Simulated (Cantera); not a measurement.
Input: 1 mol Ti(OiPr)₄, 1.1 mol C₃H₈, 67 mol H₂, equilibrated at 13300 Pa.

These are equilibrium values from Cantera (NASA tables, ideal gas, pure condensed phases), not measurements of a reactor. Candidate condensed phases: C, C₆H₆, C₇H₈, C₈H₁₈, H₂O, Ti, TiC, TiO, TiO₂, Ti₂O₃, Ti₃O₅, Ti₄O₇; 113 gas species. The feed counts by its element totals alone. TiC: taken at fixed stoichiometry. Equilibrium is a limit: real reactors are often held back by kinetics, nucleation or transport.

Over these rows the condensed part is C(graphite) + TiC(s). Partial pressures as log10 of bar:

```csv
T (K),1000/T (1/K),log p H₂O,log p H₂,log p CO
1273,0.7855,-5.04,-0.90,-2.22
1373,0.7283,-5.45,-0.90,-2.22
1473,0.6789,-5.80,-0.90,-2.22
1573,0.6357,?,-0.90,-2.22
1673,0.5977,-6.37,-0.90,-2.22
1773,0.5640,-6.61,-0.90,-2.22
```

**Question.** Fit log p(H₂O) = a + b·(1000/T) to the five rows, give the apparent enthalpy, and predict the row at 1573 K.

**Answer.** Means: 1000/T = 0.6709, log p = -5.854. Sxy = 0.235494, Sxx = 0.0332778, so b = 7.08 and a = -5.854 − (7.08)×0.6709 = -10.60.
Apparent enthalpy: −19.145 × (7.08) = -136 kJ/mol. With the condensed phases at unit activity, H₂(g) + CO(g) = H₂O(g) + C(graphite) links this pressure to the main gases: over the six rows their terms move log p by +0.00 in all, so the slope is close to that reaction's ΔH°. The five rows lie within 0.01 of the line.
Prediction at 1573 K: -10.60 + (7.08)×0.6357 = -6.10. The computed value is -6.10, 0.00 from the line.
